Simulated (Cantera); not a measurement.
# Gas-phase reforming

A perfectly stirred reactor is fed with CH4 : H2O = 4.4 : 1.1 (molar parts), at 1.01 bar; it is held at 2098 K, and followed from long to short residence time.

Computed with Cantera and GRI-Mech 3.0 (53 species, 325 reactions). GRI-Mech 3.0 stops at C3 and has no aromatics, soot or wall deposition, so with more carbon than oxygen in the feed, carbon stays in small species such as C2H2 where larger ones or solid carbon would form.

```
τ (s)      x CH4    x H2O     x HO2    x C2H      x H     x CO
-------  -------  -------  --------  -------  -------  -------
0.49     0.00477  0.00135    <1e-12  1.35e-5  0.00264   0.0991
0.16     0.00771  0.00397    <1e-12  1.35e-5  0.00262   0.0969
0.051     0.0132   0.0112    <1e-12  1.37e-5  0.00257   0.0907
0.016     0.0230   0.0278    <1e-12  1.42e-5  0.00248   0.0761
0.0053    0.0393   0.0538  1.81e-12  1.50e-5  0.00234   0.0540
0.0017    0.0686   0.0840  3.94e-12  1.54e-5  0.00214   0.0301
0.00056    0.119    0.109  5.62e-12  1.47e-5  0.00190   0.0140
0.00018    0.205    0.129  6.50e-12  1.23e-5  0.00159  0.00574
```
x: mole fraction; the columns are a selection and need not sum to one.
